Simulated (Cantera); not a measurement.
What does this Cantera script print?

```python
import numpy as np
import cantera as ct

gas_names = """
    S2 F2
""".split()
cond_names = """
    Pb(L) PbF2(b) PbS(s)
""".split()


# ... load() reads the species with a 1 bar reference pressure and builds the phases ...
species = {s.name: s for s in load("nasa_gas.yaml", gas_names) + load("nasa_condensed.yaml", cond_names)}
T = 875
g = {n: (s.thermo.h(T) - T * s.thermo.s(T)) / (ct.gas_constant * T * np.log(10)) for n, s in species.items()}
valid = cond_names  # the entries whose range holds T


def stable(la, lb):
    # potentials (over RT ln 10) of the two non-metals from log10 p(S2) and log10 p(F2) in bar
    mu = {}
    mu["S"] = (g["S2"] + la) / 2
    mu["F"] = (g["F2"] + lb) / 2
    cost = {}
    for n in valid:
        c = species[n].composition
        cost[n] = (g[n] - sum(c.get(e, 0) * m for e, m in mu.items())) / c["Pb"]
    return min(cost, key=cost.get)


results = []
for lb in [1, -2.2, -5.5, -8.8, -12, -15.2, -18.5, -21.8, -25, -28.2, -31.5, -34.8, -38]:
    row = [stable(la, lb) for la in [-23, -21.5, -19.9, -18.4, -16.9, -15.3, -13.8, -12.3, -10.7, -9.2, -7.7, -6.1, -4.6, -3.1, -1.5, 0]]
    results.append(row)
    print(f"{lb:6.1f}  " + " ".join(f"{valid.index(n):x}" for n in row))
print("key: " + ", ".join(f"{i:x} {n}" for i, n in enumerate(valid)))
```

Result:

```
   1.0  1 1 1 1 1 1 1 1 1 1 1 1 1 1 1 1
  -2.2  1 1 1 1 1 1 1 1 1 1 1 1 1 1 1 1
  -5.5  1 1 1 1 1 1 1 1 1 1 1 1 1 1 1 1
  -8.8  1 1 1 1 1 1 1 1 1 1 1 1 1 1 1 1
 -12.0  1 1 1 1 1 1 1 1 1 1 1 1 1 1 1 1
 -15.2  1 1 1 1 1 1 1 1 1 1 1 1 1 1 1 1
 -18.5  1 1 1 1 1 1 1 1 1 1 1 1 1 1 1 1
 -21.8  1 1 1 1 1 1 1 1 1 1 1 1 1 1 1 1
 -25.0  1 1 1 1 1 1 1 1 1 1 1 1 1 1 1 1
 -28.2  1 1 1 1 1 1 1 1 1 1 1 1 1 1 1 2
 -31.5  1 1 1 1 1 1 1 1 1 1 2 2 2 2 2 2
 -34.8  0 0 0 0 0 0 0 0 0 2 2 2 2 2 2 2
 -38.0  0 0 0 0 0 0 0 0 0 2 2 2 2 2 2 2
key: 0 Pb(L), 1 PbF2(b), 2 PbS(s)
```

Standard-state values (1 bar) from the NASA 1993 polynomials, evaluated with Cantera. Part of the grid cannot be reached: there another gas would pass 10 bar, or a non-metal would condense.
